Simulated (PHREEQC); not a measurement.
Consider water at 50 °C with 0.24 mol MnSO4, 5.3e-05 mol CuCl2, 0.042 mol H2SO4 and 0.067 mol NaCl per kg of water. Closed to the air; pH follows from the charge balance.

Computed with PHREEQC (ion-association model, phreeqc.dat).

No solid was allowed to form.

Order these S species by the share of S that they hold, largest first: HSO4-, NaSO4-, SO4-2, MnSO4.

MnSO4 (42 %), SO4-2 (33 %), HSO4- (23 %), NaSO4- (2.3 %)

Order these Cu species by the share of Cu that they hold, largest first: CuSO4, Cu+2, CuCl+.

Cu+2 (50 %), CuSO4 (44 %), CuCl+ (5.9 %)

The pH is 1.83 and the ionic strength 0.530 mol/kgw. At this temperature some constants are extrapolated from 25 °C, and those without enthalpy data are left unchanged.
